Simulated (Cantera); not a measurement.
A Cantera script and its output.

```python
import numpy as np
import cantera as ct

gas = ct.Solution("gri30.yaml")
gas.TPX = 1375, 100000, {'C2H4': 1, 'O2': 4.84, 'N2': 18.2, 'CO2': 1.2}
reactor = ct.IdealGasReactor(gas, energy="on", clone=False)
net = ct.ReactorNet([reactor])
net.rtol, net.atol = 1e-08, 1e-16
show = ['C2H4', 'O2', 'CO2', 'CH4', 'C2H', 'C2H2']
times = np.geomspace(6e-06, 0.1, 14)

steps = ct.SolutionArray(gas, extra=["t"])
rows = []
print(f"{'t/s':>10s}{'T/K':>9s}{'P/Pa':>11s}" + "".join(f"{s:>11s}" for s in show))
for t in times:
    while net.time < t:
        t_next = net.step()
        steps.append(gas.state, t=t_next)
    rows.append([np.interp(t, steps.t, y) for y in (steps.T, steps.P, *steps(*show).X.T)])
    print(f"{t:10.3e}{rows[-1][0]:9.1f}{rows[-1][1]:11.4g}" + "".join(f"{x:11.3e}" for x in rows[-1][2:]))
rate = np.gradient(steps.T, steps.t)
print("integrator steps:", len(steps.t))
if steps.T.max() > steps.T[0] + 200:
    print(f"time of steepest temperature rise: {steps.t[rate.argmax()]:.4e} s")
gas.TPX = 1375, 100000, {'C2H4': 1, 'O2': 4.84, 'N2': 18.2, 'CO2': 1.2}
gas.equilibrate("UV")
print(f"equilibrium (UV): T = {gas.T:.1f} K  " + "  ".join(f"{s} {gas[s].X[0]:.3e}" for s in show))
```

Output:

```
       t/s      T/K       P/Pa       C2H4         O2        CO2        CH4        C2H       C2H2
 6.000e-06   1375.0      1e+05  3.962e-02  1.918e-01  4.754e-02  5.952e-12  8.028e-18  2.297e-07
 1.267e-05   1375.0      1e+05  3.962e-02  1.918e-01  4.754e-02  9.671e-11  1.151e-16  4.857e-07
 2.677e-05   1375.0      1e+05  3.962e-02  1.918e-01  4.754e-02  4.987e-09  8.855e-15  1.051e-06
 5.655e-05   1386.7   1.01e+05  3.759e-02  1.892e-01  4.752e-02  2.650e-05  3.456e-09  8.497e-05
 1.194e-04   2433.2  1.834e+05  1.433e-25  8.151e-02  8.583e-02  1.891e-17  1.042e-21  1.531e-20
 2.523e-04   2638.6  1.963e+05  5.028e-26  7.811e-02  9.908e-02  1.832e-17  2.025e-21  2.572e-20
 5.330e-04   2669.3  1.981e+05  4.294e-26  7.662e-02  1.017e-01  1.956e-17  2.022e-21  2.582e-20
 1.126e-03   2665.3  1.978e+05  4.137e-26  7.511e-02  1.019e-01  1.927e-17  1.895e-21  2.471e-20
 2.378e-03   2658.8  1.972e+05  3.918e-26  7.291e-02  1.023e-01  1.882e-17  1.718e-21  2.311e-20
 5.023e-03   2652.8  1.967e+05  3.720e-26  7.087e-02  1.026e-01  1.840e-17  1.566e-21  2.169e-20
 1.061e-02   2650.5  1.965e+05  3.646e-26  7.010e-02  1.027e-01  1.824e-17  1.510e-21  2.116e-20
 2.241e-02   2650.3  1.965e+05  3.640e-26  7.004e-02  1.027e-01  1.823e-17  1.506e-21  2.112e-20
 4.734e-02   2650.3  1.965e+05  3.640e-26  7.004e-02  1.027e-01  1.823e-17  1.506e-21  2.112e-20
 1.000e-01   2650.3  1.965e+05  3.640e-26  7.004e-02  1.027e-01  1.823e-17  1.506e-21  2.112e-20
integrator steps: 1640
time of steepest temperature rise: 7.1126e-05 s
equilibrium (UV): T = 2650.3 K  C2H4 4.416e-26  O2 7.004e-02  CO2 1.027e-01  CH4 2.637e-17  C2H 1.615e-21  C2H2 2.326e-20
```

Detailed kinetics in Cantera: GRI-Mech 3.0 (53 species, 325 reactions). GRI-Mech 3.0 was tuned for natural gas; its chemistry of ethylene as a main component is partial and can be far from experiment.
